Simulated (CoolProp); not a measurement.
R236FA at several states: Z from the reference equation and from simpler models built on Tc = 124.9 °C, pc = 3.191 MPa, ω = 0.377; each cubic takes its own stable root.

Model: reference Helmholtz-energy equation of state, Pan 2012, in CoolProp.

| T (°C) | p (MPa) | phase | reference |
|---|---|---|---|
| -58.05 | 13.6 | liquid | 0.7073 |
| 76.25 | 4.19 | liquid | 0.1838 |
| -62.05 | 0.262 | liquid | 0.01398 |
| 15.25 | 0.308 | liquid | 0.01402 |

How far does each simpler model (van der Waals, Redlich-Kwong, Soave-Redlich-Kwong, Peng-Robinson) lie from the reference over these 4 states: mean and median of the absolute difference, and the worst?


- van der Waals: mean 1691.9 %, median 68.4 %, worst +6570.5 % at 15.25 °C and 0.308 MPa
- Redlich-Kwong: mean 1615.2 %, median 17.6 %, worst +6411.4 % at 15.25 °C and 0.308 MPa
- Soave-Redlich-Kwong: mean 11.6 %, median 11.3 %, worst +12.9 % at 76.25 °C and 4.19 MPa
- Peng-Robinson: mean 1.0 %, median 0.9 %, worst -2.2 % at 15.25 °C and 0.308 MPa

At some of these states van der Waals, Redlich-Kwong gives the other phase, because its saturation line lies elsewhere.
